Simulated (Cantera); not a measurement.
Feed: 1 mol Al, 3.1 mol Br2, 22 mol N2, at 548 Torr.

These are equilibrium values from Cantera (NASA tables, ideal gas, pure condensed phases), not measurements of a reactor. Candidate condensed phases: Al, AlBr3, AlN, Br2; 10 gas species. Rates play no part.

x: gas mole fraction; nothing condenses.

```csv
T (K),x N2,x Br2,x AlBr3,x Br,x Al2Br6
450,0.913,0.0664,0.000253,1.07e-9,0.0206
550,0.911,0.0663,0.00376,1.19e-7,0.0188
650,0.904,0.0658,0.0188,3.10e-6,0.0111
750,0.897,0.0652,0.0355,3.41e-5,0.00265
850,0.895,0.0650,0.0398,___,___
950,0.894,0.0646,0.0404,___,___
1050,0.893,0.0635,0.0405,0.00296,2.64e-5
1150,0.891,0.0609,0.0405,0.00773,9.46e-6
1250,0.887,0.0560,0.0403,0.0169,4.02e-6
1350,0.880,0.0481,0.0400,0.0317,1.95e-6
```

### Question
Fill in the missing entries.

### Answer

- 950, x Br: 0.000917
- 950, x Al2Br6: 9.28e-5
- 850, x Br: 0.000214
- 850, x Al2Br6: 0.000437
